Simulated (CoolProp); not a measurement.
Vapour-liquid equilibrium of n-heptane (1) + o-xylene (2) at 499.6 K; x and y are mole fractions of (1).

Values from CoolProp's multi-fluid Helmholtz-energy mixture model, Span 2003 and Zhou 2012; pair parameters Bell 2016.

| x | bubble pressure (kPa) | y at the bubble point | dew pressure at overall composition x (kPa) | liquid density (mol/L) |
|---|---|---|---|---|
| 0.05 | … | 0.117 | … | 6.314 |
| 0.125 | 729.8 | … | 654.6 | 6.167 |
| 0.2 | 804.8 | 0.365 | … | 6.021 |
| 0.275 | 876.1 | … | 742.3 | 5.877 |
| 0.35 | 944.6 | 0.532 | 793.8 | 5.734 |
| 0.425 | 1011 | 0.599 | 851.3 | 5.591 |
| 0.5 | 1076 | 0.660 | 915.4 | … |
| 0.575 | 1140 | 0.716 | 986.5 | 5.306 |
| 0.65 | 1204 | 0.769 | 1065 | 5.164 |
| 0.725 | 1267 | 0.820 | 1150 | 5.021 |
| 0.8 | 1332 | 0.869 | 1242 | 4.877 |
| 0.875 | 1397 | 0.918 | 1339 | 4.731 |
| 0.95 | 1464 | … | 1441 | 4.583 |

Problem. What belongs in the gaps?

Solution. 
- 0.05, bubble pressure (kPa): 650.3
- 0.05, dew pressure at overall composition x (kPa): 617.2
- 0.125, y at the bubble point: 0.256
- 0.2, dew pressure at overall composition x (kPa): 696.1
- 0.275, y at the bubble point: 0.455
- 0.5, liquid density (mol/L): 5.449
- 0.95, y at the bubble point: 0.967

No azeotrope shows between x = 0.05 and 0.95.

The pair parameters rest on a limited set of measurements; away from them the model extrapolates.
